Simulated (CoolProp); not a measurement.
A Linde-Hampson liquefier for oxygen: isothermal reversible compression at 280 K from 1 atm to 20 MPa, throttling to 1 atm, return gas leaving the recuperator 5 K below the feed. Each further row changes one setting.

The numbers come from the reference Helmholtz-energy equation of state, Schmidt 1985 in CoolProp.

```tsv
case	liquid yield per pass	compression work (kJ/kg of gas)
as stated	(withheld)	375
high pressure 40 MPa	(withheld)	(withheld)
warm-end temperature 310 K	(withheld)	(withheld)
warm-end gap 10 K	(withheld)	375
```

**Question.** Fill in the missing entries.

**Answer.** 
- as stated, liquid yield per pass: 0.118
- high pressure 40 MPa, liquid yield per pass: 0.175
- high pressure 40 MPa, compression work (kJ/kg of gas): 423
- warm-end temperature 310 K, liquid yield per pass: 0.086
- warm-end temperature 310 K, compression work (kJ/kg of gas): 420
- warm-end gap 10 K, liquid yield per pass: 0.107

Above 300 K oxygen's equation is extrapolated.
